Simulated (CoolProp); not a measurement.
Dodecamethylcyclohexasiloxane (D6) along the isotherm 346.85 °C: Z from the reference equation and from simpler models built on Tc = 372.6 °C, pc = 0.9614 MPa, ω = 0.736; each cubic takes its own stable root.

The numbers come from the reference Helmholtz-energy equation of state, Colonna 2008 in CoolProp. It is a short technical equation, of lower accuracy than the large ones.

```tsv
p (MPa)	phase	reference
0.0152	gas	0.9924
0.0257	gas	0.9871
0.0433	gas	0.9781
0.0731	gas	0.9629
0.123	gas	0.9368
0.208	gas	0.8911
0.351	gas	0.8086
0.593	gas	0.6372
1	liquid	0.1658
1.69	liquid	0.2643
2.85	liquid	0.4204
4.81	liquid	0.6679
```

Q: How far does each simpler model (van der Waals, Redlich-Kwong, Soave-Redlich-Kwong, Peng-Robinson) lie from the reference over these 12 states: mean and median of the absolute difference, and the worst?

A: 
- van der Waals: mean 17.6 %, median 5.4 %, worst +56.0 % at 346.85 °C and 1 MPa
- Redlich-Kwong: mean 6.0 %, median 3.3 %, worst +22.2 % at 346.85 °C and 1 MPa
- Soave-Redlich-Kwong: mean 3.7 %, median 2.4 %, worst +12.2 % at 346.85 °C and 1 MPa
- Peng-Robinson: mean 1.7 %, median 0.7 %, worst -6.7 % at 346.85 °C and 4.81 MPa
